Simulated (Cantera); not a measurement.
Input (Python, Cantera):

```python
import numpy as np
import cantera as ct

gas = ct.Solution("h2o2.yaml")
gas.TPX = 975, 1100, {'H2': 0.36, 'O2': 1}
reactor = ct.IdealGasConstPressureReactor(gas, energy="off", clone=False)
net = ct.ReactorNet([reactor])
net.rtol, net.atol = 1e-08, 1e-18
show = ['H2', 'O2', 'OH', 'H2O2', 'O', 'HO2', 'H']
times = np.geomspace(0.0005, 5, 11)

steps = ct.SolutionArray(gas, extra=["t"])
rows = []
print(f"{'t/s':>10s}{'T/K':>9s}{'P/Pa':>11s}" + "".join(f"{s:>11s}" for s in show))
for t in times:
    while net.time < t:
        t_next = net.step()
        steps.append(gas.state, t=t_next)
    rows.append([np.interp(t, steps.t, y) for y in (steps.T, steps.P, *steps(*show).X.T)])
    print(f"{t:10.3e}{rows[-1][0]:9.1f}{rows[-1][1]:11.4g}" + "".join(f"{x:11.3e}" for x in rows[-1][2:]))
rate = np.gradient(steps.T, steps.t)
print("integrator steps:", len(steps.t))
if steps.T.max() > steps.T[0] + 200:
    print(f"time of steepest temperature rise: {steps.t[rate.argmax()]:.4e} s")
gas.TPX = 975, 1100, {'H2': 0.36, 'O2': 1}
gas.equilibrate("TP")
print(f"equilibrium (TP): T = {gas.T:.1f} K  " + "  ".join(f"{s} {gas[s].X[0]:.3e}" for s in show))
```

It prints:

```
       t/s      T/K       P/Pa         H2         O2         OH       H2O2          O        HO2          H
 5.000e-04    975.0       1100  2.647e-01  7.353e-01  1.114e-10  1.601e-13  2.976e-10  3.963e-10  8.626e-10
 1.256e-03    975.0       1100  2.647e-01  7.353e-01  3.031e-09  1.125e-12  8.370e-09  1.325e-09  2.254e-08
 3.155e-03    975.0       1100  2.646e-01  7.352e-01  8.533e-06  4.053e-10  2.354e-05  9.293e-07  6.327e-05
 7.924e-03    975.0       1100  1.586e-02  6.450e-01  5.188e-03  3.075e-07  3.321e-02  1.499e-05  8.122e-02
 1.991e-02    975.0       1100  3.222e-03  6.876e-01  2.086e-03  5.609e-07  6.357e-03  1.638e-05  5.790e-03
 5.000e-02    975.0       1100  3.337e-04  6.943e-01  4.988e-04  4.665e-07  5.515e-04  7.654e-06  1.192e-04
 1.256e-01    975.0       1100  4.151e-05  6.948e-01  1.698e-04  2.452e-07  6.581e-05  1.978e-06  4.851e-06
 3.155e-01    975.0       1100  5.987e-06  6.949e-01  7.257e-05  1.105e-07  1.165e-05  4.534e-07  3.628e-07
 7.924e-01    975.0       1100  1.044e-06  6.949e-01  3.548e-05  4.944e-08  2.762e-06  1.179e-07  4.148e-08
 1.991e+00    975.0       1100  2.428e-07  6.949e-01  1.908e-05  2.270e-08  8.017e-07  3.595e-08  6.427e-09
 5.000e+00    975.0       1100  7.109e-08  6.949e-01  1.091e-05  1.053e-08  2.635e-07  1.229e-08  1.204e-09
integrator steps: 1754
equilibrium (TP): T = 975.0 K  H2 1.430e-10  O2 6.949e-01  OH 5.083e-07  H2O2 5.410e-11  O 5.771e-10  HO2 8.575e-10  H 1.313e-13
```

Model: the H2/O2 subset of GRI-Mech 3.0, which has no nitrogen chemistry, integrated in Cantera. Radical loss at walls, strong at low pressure, is not modelled. The temperature is held fixed by assumption; the heat of reaction is taken as removed at once.
